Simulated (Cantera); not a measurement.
An adiabatic, constant-pressure homogeneous reactor starts with CH₄ : H₂ : O₂ : N₂ = 1 : 1.5 : 1.25 : 4.7 (molar parts), at 1373 K and 1.00 bar. Integrator tolerance rtol = 1e-08.

Computed with Cantera and GRI-Mech 3.0 (53 species, 325 reactions).

What does this change do: constant volume in place of constant pressure?


```tsv
quantity	before	after
time of steepest temperature rise	0.284 ms	0.243 ms
temperature at 3.00 s	2454 K	2696 K
equilibrium temperature	2454 K	2696 K
x(CH₄) at 3.00 s	2.76e-11 (gas-phase equilibrium 3.12e-11)	4.88e-11 (gas-phase equilibrium 5.51e-11)
x(H₂) at 3.00 s	0.223 (gas-phase equilibrium 0.223)	0.218 (gas-phase equilibrium 0.218)
x(O₂) at 3.00 s	1.03e-5 (gas-phase equilibrium 1.03e-5)	4.41e-5 (gas-phase equilibrium 4.41e-5)
x(OH) at 3.00 s	0.00129 (gas-phase equilibrium 0.00129)	0.00308 (gas-phase equilibrium 0.00308)
x(CH₂O) at 3.00 s	8.68e-9 (gas-phase equilibrium 8.68e-9)	1.85e-8 (gas-phase equilibrium 1.85e-8)
x(NO₂) at 3.00 s	7.83e-10 (gas-phase equilibrium 7.83e-10)	5.76e-9 (gas-phase equilibrium 5.76e-9)
x(CH₃) at 3.00 s	2.18e-11 (gas-phase equilibrium 2.47e-11)	6.82e-11 (gas-phase equilibrium 7.70e-11)
```

What does this change do: N2 4.7 to 14 parts?


```csv
quantity,before,after
time of steepest temperature rise,0.284 ms,0.798 ms
temperature at 3.00 s,2454 K,1971 K
equilibrium temperature,2454 K,1971 K
x(CH₄) at 3.00 s,2.76e-11 (gas-phase equilibrium 3.12e-11),4.86e-11 (gas-phase equilibrium 5.70e-11)
x(H₂) at 3.00 s,0.223 (gas-phase equilibrium 0.223),0.115 (gas-phase equilibrium 0.115)
x(O₂) at 3.00 s,1.03e-5 (gas-phase equilibrium 1.03e-5),2.27e-8 (gas-phase equilibrium 2.27e-8)
x(OH) at 3.00 s,0.00129 (gas-phase equilibrium 0.00129),2.78e-5 (gas-phase equilibrium 2.78e-5)
x(CH₂O) at 3.00 s,8.68e-9 (gas-phase equilibrium 8.68e-9),2.21e-9 (gas-phase equilibrium 2.21e-9)
x(NO₂) at 3.00 s,7.83e-10 (gas-phase equilibrium 7.83e-10),1.95e-12 (gas-phase equilibrium 1.36e-12)
x(CH₃) at 3.00 s,2.18e-11 (gas-phase equilibrium 2.47e-11),3.80e-12 (gas-phase equilibrium 4.46e-12)
```
